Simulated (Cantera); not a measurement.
A closed system holds: 1 mol CF₄, 0.25 mol H₂, equilibrated at 3000 K and 0.000110 bar.

Equilibrium computed with Cantera from the NASA thermochemical tables; the gas is ideal and each condensed phase is pure. Candidate condensed phases: C, C₆H₆, C₇H₈, C₈H₁₈; 95 gas species. Kinetics and transport are ignored.

Problem. What is the equilibrium state?

Solution. 
```json
{
 "x(F)": "0.755",
 "x(C)": "0.0924",
 "x(H)": "0.0656",
 "x(HF)": "0.0353",
 "x(C₃)": "0.0229",
 "x(CF)": "0.0175",
 "x(C₂)": "0.0116",
 "x(CF₂)": "7.59e-5",
 "x(C₂H)": "2.82e-5",
 "gas_amount": "4.953 mol",
 "log10 activity of C(graphite) (absent)": "-0.70"
}
```
